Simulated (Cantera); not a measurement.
A closed system holds: 1 mol CuO, 0.61 mol CO, 9.6 mol H2, at 1.20 Torr.

These are equilibrium values from Cantera (NASA tables, ideal gas, pure condensed phases), not measurements of a reactor. Candidate condensed phases: C, C6H6, C7H8, C8H18, Cu, CuO, Cu(OH)2, Cu2O, H2O; 113 gas species. Kinetics and transport are ignored. All values below are at 1252 °C.

Base state: H2 0.838, H2O 0.0948, CO 0.0569, Cu 0.00778, CO2 0.00239, H 0.000541 (mole fractions); condensed: Cu(l).

What changes in the equilibrium state with this change: H2 from 9.6 to 0.26 mol?


```tsv
species	before	after
CO2	0.00239	0.647
H2O	0.0948	0.275
O2	<1e-9	0.0690
H2	0.838	6.89e-5
CO	0.0569	0.000435
Cu	0.00778	0.00778
O	1.05e-9	3.72e-5
CuO	<1e-9	1.58e-5
Cu(l), mol	0.920	0.993
```
